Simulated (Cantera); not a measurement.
Input: 1 mol PbO, 1.4 mol C, 2.4 mol N₂, equilibrated at 10.0 Torr.

Cantera equilibrium calculation (NASA polynomials, part measured and part estimated; ideal gas, pure solids and liquids). Candidate condensed phases: C, Pb, PbO, PbO₂, Pb₃O₄; 27 gas species. Rates play no part.

Task: At 1048 K, list the 4 most abundant gas species with their mole fractions, and the condensed phases.

Result: N₂ 0.704, CO 0.293, Pb 0.00335, CO₂ 0.000253. Condensed: C(graphite) + Pb(l).
